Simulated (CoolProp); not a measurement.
Vapour-liquid equilibrium of R152A (1) + n-pentane (2) at 265.2 K; x and y are mole fractions of (1).

Model: multi-fluid Helmholtz-energy mixture model, Outcalt 1996 and Thol 2019; pair parameters Bell 2016, in CoolProp.

| x | bubble pressure (bar) | y at the bubble point | dew pressure at overall composition x (bar) | liquid density (mol/L) |
|---|---|---|---|---|
| 0.05 | 0.5710 | 0.713 | 0.1769 | 9.221 |
| 0.125 | 1.004 | 0.843 | 0.1920 | 9.487 |
| 0.2 | 1.283 | 0.882 | 0.2098 | 9.768 |
| 0.275 | 1.455 | 0.899 | 0.2313 | 10.07 |
| 0.35 | 1.558 | 0.908 | 0.2577 | 10.39 |
| 0.425 | 1.619 | 0.914 | 0.2908 | 10.73 |
| 0.5 | 1.658 | 0.917 | 0.3336 | 11.11 |
| 0.575 | 1.688 | 0.921 | 0.3910 | 11.51 |
| 0.65 | 1.717 | 0.924 | 0.4723 | 11.96 |
| 0.725 | 1.753 | 0.930 | 0.5958 | 12.45 |
| 0.8 | 1.797 | 0.938 | 0.8050 | 12.99 |
| 0.875 | 1.853 | 0.953 | 1.227 | 13.60 |
| 0.95 | 1.919 | 0.976 | 1.845 | 14.29 |

No azeotrope shows between x = 0.05 and 0.95.

The pair parameters rest on a limited set of measurements; away from them the model extrapolates. With so large a gap from Raoult's law the liquid may split in two, which this calculation doesn't test in full.
